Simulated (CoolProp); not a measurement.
Computed with CoolProp (reference Helmholtz-energy equation of state, Setzmann 1991).

Q: For methane, give the phase and the cp (kJ/(kg K)), speed of sound (m/s) at 482.4 K and 10.2 MPa.

A: 
- 482.4 K and 10.2 MPa: supercritical; cp 3.01, speed of sound 572
